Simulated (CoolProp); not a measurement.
Ethylene along the isotherm 435.1 K: fugacity coefficient from the reference equation and from simpler models built on Tc = 282.4 K, pc = 5.042 MPa, ω = 0.087; each cubic takes its own stable root.

Computed with CoolProp (reference Helmholtz-energy equation of state, Smukala 2000).

```json
[
 {"p (MPa)": "2.29", "phase": "gas", "reference": "0.9649", "van der Waals": "?", "Redlich-Kwong": "0.9609"},
 {"p (MPa)": "4.58", "phase": "gas", "reference": "0.9316", "van der Waals": "0.9152", "Redlich-Kwong": "0.9242"},
 {"p (MPa)": "6.88", "phase": "supercritical", "reference": "?", "van der Waals": "0.8752", "Redlich-Kwong": "0.8899"},
 {"p (MPa)": "9.17", "phase": "supercritical", "reference": "0.8711", "van der Waals": "?", "Redlich-Kwong": "0.8587"},
 {"p (MPa)": "11.5", "phase": "supercritical", "reference": "0.8439", "van der Waals": "0.8022", "Redlich-Kwong": "0.8299"},
 {"p (MPa)": "13.8", "phase": "supercritical", "reference": "?", "van der Waals": "0.7710", "Redlich-Kwong": "?"},
 {"p (MPa)": "16", "phase": "supercritical", "reference": "?", "van der Waals": "0.7454", "Redlich-Kwong": "0.7835"},
 {"p (MPa)": "18.3", "phase": "supercritical", "reference": "0.7801", "van der Waals": "0.7230", "Redlich-Kwong": "0.7645"},
 {"p (MPa)": "20.6", "phase": "supercritical", "reference": "0.7638", "van der Waals": "0.7052", "Redlich-Kwong": "0.7484"},
 {"p (MPa)": "22.9", "phase": "supercritical", "reference": "?", "van der Waals": "0.6914", "Redlich-Kwong": "0.7350"},
 {"p (MPa)": "25.2", "phase": "supercritical", "reference": "0.7389", "van der Waals": "0.6811", "Redlich-Kwong": "?"}
]
```

**Question.** Fill in the missing entries.

**Answer.** 
- 2.29, van der Waals: 0.9569
- 6.88, reference: 0.9002
- 9.17, van der Waals: 0.8376
- 13.8, reference: 0.8197
- 13.8, Redlich-Kwong: 0.8047
- 16, reference: 0.7990
- 22.9, reference: 0.7502
- 25.2, Redlich-Kwong: 0.7241
